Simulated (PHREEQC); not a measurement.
A solution holds 0.0018 mol/kgw HF, 0.0017 mol/kgw NH4HF2 and 0.025 mol/kgw (NH4)2SiF6, at 25 °C. Closed to the air; pH follows from the charge balance.

All values are PHREEQC results (ion-association model, phreeqc.dat), not measurements.

- pH = 3.07
- ionic strength = 0.0776 mol/kgw
- density = 1.000 g/cm³
- total alkalinity = -104 meq/kg

| species | molality | activity | log γ |
|---|---|---|---|
| NH4+ | 0.0517 | 0.0396 | -0.116 |
| SiF6-2 | 0.0249 | 0.0101 | -0.390 |
| F- | 0.00288 | 0.00225 | -0.108 |
| HF | 0.00283 | 0.00288 | 0.008 |
| H+ | 0.00102 | 0.000854 | -0.078 |
| H4SiO4 | 9.53e-5 | 9.70e-5 | 0.008 |

Precipitation was switched off in this run. SiF6-2 is the database's only silicon fluoride.
